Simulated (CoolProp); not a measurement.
Water along the isobar 69.2 MPa: fugacity coefficient from the reference equation and from simpler models built on Tc = 647.1 K, pc = 22.06 MPa, ω = 0.344; each cubic takes its own stable root.

Model: reference Helmholtz-energy equation of state, Wagner 2002, in CoolProp.

```
T (K)   phase  reference
-----  ------  ---------
301.6  liquid   9.160e-5
308.4  liquid  0.0001333
315.2  liquid  0.0001903
322    liquid  0.0002671
328.8  liquid  0.0003690
335.6  liquid  0.0005022
342.4  liquid  0.0006737
349.2  liquid  0.0008919
356    liquid   0.001166
```

Task: How far does each simpler model (van der Waals, Soave-Redlich-Kwong) lie from the reference over these 9 states: mean and median of the absolute difference, and the worst?

Result: 
- van der Waals: mean 7460.4 %, median 6309.2 %, worst +15303.9 % at 301.6 K and 69.2 MPa
- Soave-Redlich-Kwong: mean 4.6 %, median 3.4 %, worst -11.0 % at 301.6 K and 69.2 MPa
